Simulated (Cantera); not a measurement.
Charge: 1 mol Fe₃O₄, 0.4 mol HCl, 0.43 mol N₂, 0.037 mol Cl₂, equilibrated at 5600 Pa.

Cantera equilibrium calculation (NASA polynomials, part measured and part estimated; ideal gas, pure solids and liquids). Candidate condensed phases: Fe, FeCl₂, FeCl₃, FeO, Fe(OH)₂, Fe(OH)₃, Fe₂O₃, Fe₃O₄, H₂O, NH₄Cl; 37 gas species. Equilibrium is a limit: real reactors are often held back by kinetics, nucleation or transport. All values below are at 900 K.

Base state: N₂ 0.501, HCl 0.454, FeCl₂ 0.0218, FeCl₃ 0.0152, H₂O 0.00604, Fe₂Cl₄ 0.00205, Fe₂Cl₆ 0.000158 (mole fractions); condensed: Fe₂O₃(s) + Fe₃O₄(s).

What changes in the equilibrium state with this change: pressure from 5600 Pa to 10000 Pa?


```tsv
species	before	after
N₂	0.501	0.502
HCl	0.454	0.453
FeCl₂	0.0218	0.0189
FeCl₃	0.0152	0.0164
Fe₂Cl₆	0.000158	0.000331
Fe₂Cl₄	0.00205	0.00277
H₂O	0.00604	0.00692
Fe₂O₃(s), mol	0.127	0.125
Fe₃O₄(s), mol	0.904	0.905
```
